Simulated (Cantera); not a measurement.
An isothermal, constant-pressure homogeneous reactor starts with CH₄ : CO₂ = 1 : 1.5 (molar parts), at 2050 K and 2200000 Pa.

Cantera simulation using GRI-Mech 3.0 (53 species, 325 reactions); the numbers are that mechanism's predictions, not measurements. The pressure lies above the range GRI-Mech 3.0 was tuned for (to about 10 atm).

x: mole fraction; the columns are a selection and need not sum to one.

| t (s) | x CH₄ | x CO₂ | x OH | x O | x CH₃ |
|---|---|---|---|---|---|
| 1.00e-6 | 0.381 | 0.596 | 1.52e-6 | 8.47e-10 | 0.00548 |
| 4.44e-6 | 0.304 | 0.566 | 4.82e-6 | 2.75e-9 | 0.00604 |
| 1.97e-5 | 0.168 | 0.456 | 1.03e-5 | 3.16e-9 | 0.00293 |
| 8.77e-5 | 0.0564 | 0.255 | 2.44e-5 | 5.13e-9 | 0.00115 |
| 0.000390 | ? | ? | ? | ? | ? |
| 0.00173 | 0.0133 | 0.0592 | 1.66e-5 | 5.86e-9 | 0.000250 |
| 0.00770 | 0.00548 | 0.0323 | 9.16e-6 | 4.89e-9 | 8.99e-5 |
| 0.0342 | 0.000127 | 0.0263 | 7.53e-6 | 4.41e-9 | 2.01e-6 |
| 0.152 | 4.59e-6 | 0.0263 | 7.52e-6 | 4.41e-9 | 7.28e-8 |
| 0.675 | 4.59e-6 | 0.0263 | 7.52e-6 | 4.41e-9 | 7.28e-8 |
| 3.00 | 4.59e-6 | 0.0263 | 7.52e-6 | 4.41e-9 | 7.28e-8 |

Q: What belongs in the gaps?

A: 
- 0.000390, x CH₄: 0.0189
- 0.000390, x CO₂: 0.109
- 0.000390, x OH: 3.04e-5
- 0.000390, x O: 7.01e-9
- 0.000390, x CH₃: 0.000444
